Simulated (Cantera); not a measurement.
Standard-state values (1 bar) from the NASA 1993 polynomials, evaluated with Cantera. Values are per mole of reaction as written; species without (g) are pure solids or liquids, kept so even where they would boil at 1 bar.

Task: Between 523 and 873 K, where is each reaction favourable under standard conditions?
- 6 Na + N2(g) + 6 HI(g) → 6 NaI + 2 NH3(g)

Result: 
- 6 Na + N2(g) + 6 HI(g) → 6 NaI + 2 NH3(g): ΔG° is -1573 kJ at 523 K and -1297 kJ at 873 K; it stays negative (K > 1). ΔH° is -1974 kJ and ΔS° -775 J/K at 873 K.
